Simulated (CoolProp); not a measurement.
A single-stage vapour-compression cycle with R142b: evaporating at 293.15 K (dew point), condensing at 352.15 K (bubble point), superheat 8 K, subcooling 0 K, compressor efficiency 0.8, no pressure losses. Each further row changes one setting.

Model: reference Helmholtz-energy equation of state, Lemmon 2006, in CoolProp. It is a short technical equation, of lower accuracy than the large ones.

```tsv
case	cooling COP	pressure ratio	discharge temperature (K)	refrigerating effect (kJ/kg)	volumetric capacity (kJ/m³)
as stated	…	4.68	367.8	130	1630
evaporating temperature 298.15 K	…	4.00	366.7	134	1940
condensing temperature 347.15 K	…	4.19	…	138	1730
subcooling 5 K	3.03	4.68	367.8	138	1730
superheat 18 K	…	4.68	…	139	1670
compressor efficiency 0.7	2.51	4.68	…	130	1630
```

Q: Fill in the missing entries.

A: 
- as stated, cooling COP: 2.87
- evaporating temperature 298.15 K, cooling COP: 3.27
- condensing temperature 347.15 K, cooling COP: 3.26
- condensing temperature 347.15 K, discharge temperature (K): 362.6
- superheat 18 K, cooling COP: 2.93
- superheat 18 K, discharge temperature (K): 377.7
- compressor efficiency 0.7, discharge temperature (K): 373.5
